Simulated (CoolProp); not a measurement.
The numbers come from the reference Helmholtz-energy equation of state, Lemmon 2006 in CoolProp. It is a short technical equation, of lower accuracy than the large ones.

For C3F8 (R218), give the phase and the speed of sound (m/s), isothermal compressibility (1/MPa), expansivity (1/kK), Prandtl number at -100.75 °C and 0.698 MPa; 7.15 °C and 0.698 MPa; 61.15 °C and 0.698 MPa.


- -100.75 °C and 0.698 MPa: liquid; speed of sound 842, isothermal compressibility 0.00115, expansivity 1.88, Prandtl number 18.6
- 7.15 °C and 0.698 MPa: liquid; speed of sound 362, isothermal compressibility 0.00768, expansivity 3.60, Prandtl number 4.83
- 61.15 °C and 0.698 MPa: gas; speed of sound 113, isothermal compressibility 1.62, expansivity 4.44, Prandtl number 0.799

Viscosity comes from a separate model (Huber 2003), an estimate that may be off by 10 % or more. Thermal conductivity comes from a separate model (Huber 2003), an estimate that may be off by 10 % or more.
